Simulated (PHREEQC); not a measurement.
0.047 g of hydrous ferric oxide (600 m²/g; 0.2 weak and 0.005 strong sites per Fe, Dzombak-Morel constants, diffuse double layer) in 1 kg of water with 0.005 mol/kgw of an inert sodium salt and 2.6e-06 mol/kgw CuCl2, 1.2e-07 mol/kgw H3BO3 and 4.9e-05 mol/kgw ZnCl2, at 25 °C; the pH is set by adding NaOH or the inert anion's acid. Oxygen alone is held at its pressure in air (log pO2 = -0.68). CO2 from the air is kept out. Nothing may precipitate in this run.

Base run: PHREEQC, ion-association model, wateq4f.dat. Each further column changes one thing. The table gives Cu sorbed (%).

| pH | base | no electrostatic term (-no_edl) | background salt from 0.005 to 0.0005 mol/kgw | oxide from 0.047 to 0.23 g/kgw | 9.5e-05 mol/kgw CuSO4 added |
|---|---|---|---|---|---|
| 4 | 0.5 | 0.9 | 0.3 | 2.3 | 0.7 |
| 4.5 | 3.3 | 8.0 | 2.5 | 14.5 | 2.7 |
| 5.5 | 52.3 | 76.4 | (withheld) | 87.2 | 30.3 |
| 6 | 81.8 | 94.7 | 80.8 | 96.6 | 52.9 |
| 6.5 | 95.0 | 99.1 | 94.8 | 99.1 | (withheld) |
| 7.5 | 95.8 | (withheld) | 95.1 | 99.7 | 57.1 |
| 8 | 88.1 | 98.8 | 86.3 | 99.7 | 43.6 |
| 8.5 | 74.3 | 96.1 | 72.2 | 99.7 | 30.3 |
| 9.5 | 62.5 | 46.9 | 62.9 | 99.7 | 23.2 |
| 10 | 60.5 | 12.1 | 62.1 | (withheld) | (withheld) |

**Question.** What belongs in the gaps?

**Answer.** 
- 5.5, background salt from 0.005 to 0.0005 mol/kgw: 49.1
- 6.5, 9.5e-05 mol/kgw CuSO4 added: 63.6
- 7.5, no electrostatic term (-no_edl): 99.5
- 10, oxide from 0.047 to 0.23 g/kgw: 99.6
- 10, 9.5e-05 mol/kgw CuSO4 added: 22.7

In at least one series the solution becomes supersaturated in solids that the run did not let form, among them Zn(OH)2-e. The database's constant for dissolved Cu(OH)2 is higher than later reviews accept.
